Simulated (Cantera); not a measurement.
Mixture: 3.91 % CH4, 0.742 % C2H6, 0.391 % C3H8, 19.9 % O2, 75.0 % N2, equivalence ratio 0.62, at 5.00 bar, adiabatic and at constant pressure. Ignition delay is the time to a rise of 400 K.

Cantera simulation using GRI-Mech 3.0 (53 species, 325 reactions); the numbers are that mechanism's predictions, not measurements.

Question: Predict: delay at 1100 K; delay at 1250 K; delay at 1400 K; delay at 1550 K; delay at 1700 K; apparent activation energy between 1625 and 1775 K.

Answer: 
```json
{
  "delay at 1100 K": "5.00 ms",
  "delay at 1250 K": "0.531 ms",
  "delay at 1400 K": "0.101 ms",
  "delay at 1550 K": "27.9 µs",
  "delay at 1700 K": "10.3 µs",
  "apparent activation energy between 1625 and 1775 K": "140 kJ/mol"
}
```
